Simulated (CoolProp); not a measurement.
Saturation properties of R245ca.

Computed with CoolProp (reference Helmholtz-energy equation of state, Zhou 2016).

```json
[
 {"T (K)": "332.7", "p (MPa)": "0.3237", "liquid density (kg/m³)": "1296", "enthalpy of vaporisation (kJ/kg)": "183.6", "vapour Z": "0.9111"},
 {"T (K)": "345.6", "p (MPa)": "0.4673", "liquid density (kg/m³)": "1259", "enthalpy of vaporisation (kJ/kg)": "175.1", "vapour Z": "0.8849"},
 {"T (K)": "358.4", "p (MPa)": "0.6531", "liquid density (kg/m³)": "1220", "enthalpy of vaporisation (kJ/kg)": "166.1", "vapour Z": "0.8545"},
 {"T (K)": "371.2", "p (MPa)": "0.8898", "liquid density (kg/m³)": "1178", "enthalpy of vaporisation (kJ/kg)": "156.2", "vapour Z": "0.8190"},
 {"T (K)": "384.1", "p (MPa)": "1.188", "liquid density (kg/m³)": "1132", "enthalpy of vaporisation (kJ/kg)": "145.2", "vapour Z": "0.7774"},
 {"T (K)": "396.9", "p (MPa)": "1.554", "liquid density (kg/m³)": "1081", "enthalpy of vaporisation (kJ/kg)": "132.8", "vapour Z": "0.7291"},
 {"T (K)": "409.7", "p (MPa)": "1.998", "liquid density (kg/m³)": "1021", "enthalpy of vaporisation (kJ/kg)": "118.2", "vapour Z": "0.6712"},
 {"T (K)": "422.5", "p (MPa)": "2.536", "liquid density (kg/m³)": "947.8", "enthalpy of vaporisation (kJ/kg)": "99.95", "vapour Z": "0.5990"},
 {"T (K)": "435.4", "p (MPa)": "3.191", "liquid density (kg/m³)": "842.4", "enthalpy of vaporisation (kJ/kg)": "73.67", "vapour Z": "0.4984"}
]
```

It boils at 298.4 K under 1 atm.
